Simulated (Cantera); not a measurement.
Cantera run, input and output.

```python
import numpy as np
import cantera as ct

gas = ct.Solution("gri30.yaml", transport_model="mixture-averaged")
show = ['H', 'OH', 'CH3']

rows = []
print(f"{'T/K':>7s}{'rho':>11s}{'cp':>10s}{'mu':>11s}{'lambda':>11s}{'Pr':>7s}" + "".join(f"{'D_' + s:>11s}" for s in show))
for T in [400, 550, 700, 850, 1000, 1150, 1300]:
    gas.TPX = T, 2000, {'CO2': 0.15, 'NO': 0.93, 'O2': 0.9}
    Pr = gas.cp_mass * gas.viscosity / gas.thermal_conductivity
    D = [gas.mix_diff_coeffs_mole[gas.species_index(s)] for s in show]
    rows.append([gas.density, gas.cp_mass, gas.viscosity, gas.thermal_conductivity, Pr, *D])
    print(f"{T:7g}{gas.density:11.4e}{gas.cp_mass:10.1f}{gas.viscosity:11.4e}"
          f"{gas.thermal_conductivity:11.4e}{Pr:7.3f}" + "".join(f"{d:11.4e}" for d in D))
print("SI units: kg/m3, J/kg/K, Pa s, W/m/K, m2/s")
```

Output:

```
    T/K        rho        cp         mu     lambda     Pr        D_H       D_OH      D_CH3
    400 1.9227e-02     966.2 2.3886e-05 3.2442e-02  0.711 1.0335e-02 2.6057e-03 1.8590e-03
    550 1.3983e-02    1011.4 3.0013e-05 4.2804e-02  0.709 1.7987e-02 4.4886e-03 3.2349e-03
    700 1.0987e-02    1057.1 3.5431e-05 5.2702e-02  0.711 2.7161e-02 6.7417e-03 4.8847e-03
    850 9.0480e-03    1094.6 4.0375e-05 6.2053e-02  0.712 3.7723e-02 9.3334e-03 6.7840e-03
   1000 7.6908e-03    1124.0 4.4973e-05 7.0900e-02  0.713 4.9575e-02 1.2241e-02 8.9153e-03
   1150 6.6876e-03    1145.0 4.9304e-05 7.9306e-02  0.712 6.2643e-02 1.5447e-02 1.1265e-02
   1300 5.9160e-03    1162.9 5.3421e-05 8.7335e-02  0.711 7.6867e-02 1.8938e-02 1.3823e-02
SI units: kg/m3, J/kg/K, Pa s, W/m/K, m2/s
```

Computed with Cantera and GRI-Mech 3.0 (53 species, 325 reactions). The composition is frozen, though it would react at the higher temperatures.
